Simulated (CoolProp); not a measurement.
A Linde-Hampson liquefier for normal hydrogen: isothermal reversible compression at 290 K from 1 atm to 25 MPa, throttling to 1 atm, return gas leaving the recuperator 0 K below the feed. Each further row changes one setting.

The numbers come from the reference Helmholtz-energy equation of state, Leachman 2009 in CoolProp.

| case | compression work (kJ/kg of gas) |
|---|---|
| as stated | 6770 |
| high pressure 50 MPa | 7790 |
| warm-end temperature 320 K | 7460 |
| warm-end gap 5 K | 6770 |
